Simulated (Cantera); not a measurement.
**Thermodynamics of sublimation and decomposition of ceramics, feed TiC + H2**

Input: 1 mol TiC, 4.6 mol H2, equilibrated at 1 atm.

Cantera equilibrium calculation (NASA polynomials, part measured and part estimated; ideal gas, pure solids and liquids). Candidate condensed phases: C, C6H6, C7H8, C8H18, Ti, TiC; 77 gas species. TiC: taken at fixed stoichiometry. Equilibrium is a limit: real reactors are often held back by kinetics, nucleation or transport.

From 2223 K to 3023 K the condensed part is TiC(s). The main Ti-bearing gas is Ti throughout.

```tsv
T (K)	x H2	x H	x Ti	x C2H2 (acetylene)	x C2H	n TiC(s)
2223	0.994	0.00634	3.52e-6	3.07e-7	7.24e-11	1.000
2323	0.989	0.0108	8.35e-6	1.80e-6	9.35e-10	1.000
2423	0.983	0.0175	2.09e-5	7.02e-6	7.57e-9	1.000
2523	0.973	0.0272	5.20e-5	2.13e-5	4.50e-8	1.000
2623	0.959	0.0410	0.000124	5.57e-5	2.19e-7	0.999
2723	0.940	0.0597	0.000281	0.000131	9.21e-7	0.999
2823	0.915	0.0842	0.000603	0.000286	3.45e-6	0.997
2923	0.883	0.116	0.00122	0.000582	1.17e-5	0.994
3023	0.842	0.154	0.00237	0.00112	3.63e-5	0.988
```
x: gas mole fraction; n: condensed amount in mol.
